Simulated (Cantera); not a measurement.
Charge: 1 mol TEOS, 1.8 mol NO, 13 mol N2, equilibrated at 750 Torr.

Method: chemical equilibrium by Gibbs-energy minimisation in Cantera with the NASA 1993 tables (ideal gas, pure condensed phases). Candidate condensed phases: C, C6H6, C7H8, C8H18, H2O, Si, SiC, SiO2, Si2N2O, Si3N4; 151 gas species. The feed counts by its element totals alone. The tables hold silica as quartz up to 1696 K and as liquid above; real silica turns to tridymite and cristobalite and melts near 1996 K. The numbers say what is thermodynamically allowed, not how fast it happens.

Over these rows the condensed part is C(graphite) + SiO2(β-quartz). Partial pressures as log10 of bar:

```
T (K)  1000/T (1/K)  log p CO2  log p N2  log p H2  log p CO
-----  ------------  ---------  --------  --------  --------
875          1.1429      -1.60     -0.25     -0.55     -1.32
975          1.0256          ?     -0.28     -0.48     -0.99
1075         0.9302      -2.65     -0.29     -0.46     -0.89
1175         0.8511      -3.31     -0.30     -0.45     -0.87
1275         0.7843      -3.88     -0.30     -0.45     -0.86
1375         0.7273      -4.38     -0.30     -0.44     -0.86
```

### Question
Fit log p(CO2) = a + b·(1000/T) to the five rows, give the apparent enthalpy, and predict the row at 975 K.

### Answer
Means: 1000/T = 0.8872, log p = -3.164. Sxy = 0.695402, Sxx = 0.1046911, so b = 6.64 and a = -3.164 − (6.64)×0.8872 = -9.05.
Apparent enthalpy: −19.145 × (6.64) = -127 kJ/mol. With the condensed phases at unit activity, 2 CO(g) = CO2(g) + C(graphite) links this pressure to the main gases: over the six rows their terms move log p by +0.92 in all, so the slope isn't that reaction's ΔH° alone. The five rows lie within 0.22 of the line; that is curvature, so one enthalpy describes this range poorly.
Prediction at 975 K: -9.05 + (6.64)×1.0256 = -2.24. The computed value is -1.99, 0.25 from the line.
